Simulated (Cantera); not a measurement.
A perfectly stirred reactor is fed with CH4 : O2 : N2 = 1 : 3.45 : 22.1 (molar parts), equivalence ratio 0.58, at 23000 Pa; it is adiabatic with a 523 K inlet, and is followed from long to short residence time, starting on the burning branch (τ in s: 0.12, 0.055, 0.024, 0.011, 0.0049, 0.0022, 0.00097, 0.00043, 0.00019, 8.6e-05, 3.8e-05, 1.7e-05, 7.7e-06).

Detailed kinetics in Cantera: GRI-Mech 3.0 (53 species, 325 reactions).

Problem. What does this change do: pressure from 23000 Pa to 190000 Pa?

Solution. 
```
quantity                                                                      before                               after
------------------------------------------------  ----------------------------------  ----------------------------------
blow-out, bracketed by the residence times tried  burning at 4.90 ms, out at 2.20 ms  burning at 4.90 ms, out at 2.20 ms
x(CH4) at τ = 0.120 s                                                        4.35e-5                             3.41e-5
x(O2) at τ = 0.120 s                                                          0.0549                              0.0548
x(HCN) at τ = 0.120 s                                                        1.96e-9                             1.66e-9
x(C2H) at τ = 0.120 s                                                         <1e-12                              <1e-12
x(CH2O) at τ = 0.120 s                                                       3.50e-6                             2.51e-6
x(CH4) at τ = 0.970 ms                                                        0.0377                              0.0377
x(O2) at τ = 0.970 ms                                                          0.130                               0.130
x(HCN) at τ = 0.970 ms                                                        <1e-12                              <1e-12
x(C2H) at τ = 0.970 ms                                                        <1e-12                              <1e-12
x(CH2O) at τ = 0.970 ms                                                       <1e-12                              <1e-12
```
